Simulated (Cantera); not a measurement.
Input: 1 mol CuO, 2 mol CO, 4.1 mol H2, at 1277 °C and 0.00133 bar.

These are equilibrium values from Cantera (NASA tables, ideal gas, pure condensed phases), not measurements of a reactor. Candidate condensed phases: C, C6H6, C7H8, C8H18, Cu, CuO, Cu(OH)2, Cu2O, H2O; 113 gas species. Rates play no part.

Base state: H2 0.528, CO 0.296, H2O 0.135, CO2 0.0270, Cu 0.0139, H 0.000627 (mole fractions); condensed: Cu(l).

Question: What changes in the equilibrium state with this change: CO from 2 to 18 mol?

Answer: 
```json
[
 {"species": "CO", "before": "0.296", "after": "0.775"},
 {"species": "H2", "before": "0.528", "after": "0.166"},
 {"species": "CO2", "before": "0.0270", "after": "0.0279"},
 {"species": "H2O", "before": "0.135", "after": "0.0167"},
 {"species": "Cu", "before": "0.0139", "after": "0.0139"},
 {"species": "H", "before": "0.000627", "after": "0.000351"},
 {"species": "Cu(l), mol", "before": "0.914", "after": "0.688"}
]
```
